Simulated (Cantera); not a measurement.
An adiabatic, constant-volume homogeneous reactor starts with CH4 : CO : O2 : N2 = 1 : 0.11 : 3.74 : 14 (molar parts), equivalence ratio 0.55, at 1700 K and 9.87 atm. Integrator tolerance rtol = 1e-08.

Detailed kinetics in Cantera: GRI-Mech 3.0 (53 species, 325 reactions).

Problem. What does this change do: pressure from 9.87 atm to 1.00 atm?

Solution. 
| quantity | before | after |
|---|---|---|
| time of steepest temperature rise | 28.1 µs | 0.191 ms |
| temperature at 6.00 s | 2847 K | 2723 K |
| equilibrium temperature | 2847 K | 2723 K |
| x(CH4) at 6.00 s | <1e-12 (gas-phase equilibrium <1e-12) | <1e-12 (gas-phase equilibrium <1e-12) |
| x(CO) at 6.00 s | 0.00817 (gas-phase equilibrium 0.00817) | 0.0135 (gas-phase equilibrium 0.0135) |
| x(O2) at 6.00 s | 0.0768 (gas-phase equilibrium 0.0768) | 0.0788 (gas-phase equilibrium 0.0788) |
| x(HO2) at 6.00 s | 2.94e-5 (gas-phase equilibrium 2.94e-5) | 1.25e-5 (gas-phase equilibrium 1.25e-5) |
| x(H2O2) at 6.00 s | 1.48e-6 (gas-phase equilibrium 1.48e-6) | 3.55e-7 (gas-phase equilibrium 3.55e-7) |
| x(C2H6) at 6.00 s | <1e-12 (gas-phase equilibrium <1e-12) | <1e-12 (gas-phase equilibrium <1e-12) |
